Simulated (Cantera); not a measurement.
## Equilibrium for silicon oxide and oxynitride deposition: SiCl₄ + N₂O + N₂ + NO

A closed system holds: 1 mol SiCl₄, 2.1 mol N₂O, 19 mol N₂, 6.7 mol NO, held at 1423.15 K and 4.60 mbar.

Method: chemical equilibrium by Gibbs-energy minimisation in Cantera with the NASA 1993 tables (ideal gas, pure condensed phases). Candidate condensed phases: Si, SiO₂, Si₂N₂O, Si₃N₄; 23 gas species. The tables hold silica as quartz up to 1696 K and as liquid above; real silica turns to tridymite and cristobalite and melts near 1996 K. Rates play no part.

```yaml
x(N₂): 0.787
x(O₂): 0.109
x(Cl): 0.0788
x(Cl₂): 0.0249
x(NO): 0.000593
x(ClO): 4.81e-5
x(O): 6.57e-6
n(SiO₂(β-quartz)): 1.00 mol
gas_amount: 31.08 mol
log10 activity of Si(s) (absent): -20.80
```
